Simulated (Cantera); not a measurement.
Charge: 1 mol SiC, 0.16 mol H₂, equilibrated at 2875 K and 101000 Pa.

These are equilibrium values from Cantera (NASA tables, ideal gas, pure condensed phases), not measurements of a reactor. Candidate condensed phases: C, C₆H₆, C₇H₈, C₈H₁₈, Si, SiC; 87 gas species. Gases not in the tables: Si₂H₆ and higher silanes. Kinetics and transport are ignored.

Base state: H₂ 0.814, H 0.0949, Si 0.0358, C₂H₂ (acetylene) 0.0205, SiC₂ 0.0139, Si₂C 0.0117, SiH 0.00522, SiH₂ 0.00179 (mole fractions); condensed: SiC(s).

Question: What changes in the equilibrium state with this change: pressure from 101000 Pa to 4600 Pa?

Answer: 
| species | before | after |
|---|---|---|
| Si | 0.0358 | 0.415 |
| SiC₂ | 0.0139 | 0.272 |
| H | 0.0949 | 0.132 |
| H₂ | 0.814 | 0.0712 |
| Si₂C | 0.0117 | 0.0928 |
| C₂H₂ (acetylene) | 0.0205 | 0.00303 |
| CH₄ | 4.63e-5 | 2.09e-8 |
| CH₃ | 8.83e-5 | 6.33e-7 |
| C₅ | 2.53e-7 | 2.08e-5 |
| C₃ | 3.48e-5 | 0.00168 |
| SiC(s), mol | 0.985 | 0 |
| C(graphite), mol | 0 | 0.269 |
